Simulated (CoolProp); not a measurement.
C2F6 (R116) along the isotherm 151.85 °C: Z from the reference equation and from simpler models built on Tc = 19.9 °C, pc = 3.048 MPa, ω = 0.257; each cubic takes its own stable root.

Model: reference Helmholtz-energy equation of state, Lemmon 2006, in CoolProp. It is a short technical equation, of lower accuracy than the large ones.

| p (MPa) | phase | reference | Pitzer virial | van der Waals | Redlich-Kwong | Soave-Redlich-Kwong | Peng-Robinson |
|---|---|---|---|---|---|---|---|
| 0.457 | gas | 0.9877 | 0.9872 | 0.9827 | 0.9837 | 0.9885 | 0.9849 |
| 0.914 | gas | 0.9756 | 0.9745 | 0.9652 | 0.9675 | 0.9773 | 0.9703 |
| 1.37 | gas | 0.9637 | 0.9618 | 0.9475 | 0.9515 | 0.9665 | 0.9562 |
| 1.83 | gas | 0.9521 | 0.9489 | 0.9294 | 0.9356 | 0.9559 | 0.9425 |
| 2.29 | gas | 0.9407 | 0.9361 | 0.9111 | 0.9199 | 0.9457 | 0.9293 |
| 2.74 | gas | 0.9299 | 0.9235 | 0.8931 | 0.9048 | 0.9362 | 0.9171 |
| 3.2 | supercritical | 0.9192 | 0.9107 | 0.8746 | 0.8898 | 0.9270 | 0.9052 |
| 3.66 | supercritical | 0.9088 | 0.8978 | 0.8562 | 0.8753 | 0.9183 | 0.8941 |
| 4.11 | supercritical | 0.8992 | 0.8853 | 0.8383 | 0.8616 | 0.9103 | 0.8839 |
| 4.57 | supercritical | 0.8897 | 0.8724 | 0.8204 | 0.8483 | 0.9028 | 0.8742 |
